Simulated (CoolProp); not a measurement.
The numbers come from the reference Helmholtz-energy equation of state, Kamei 1995 in CoolProp.

**Question.** For R22, give the phase and the speed of sound (m/s) at -39.35 °C and 101 kPa; 98.05 °C and 101 kPa.

**Answer.** 
- -39.35 °C and 101 kPa: gas; speed of sound 161
- 98.05 °C and 101 kPa: gas; speed of sound 202
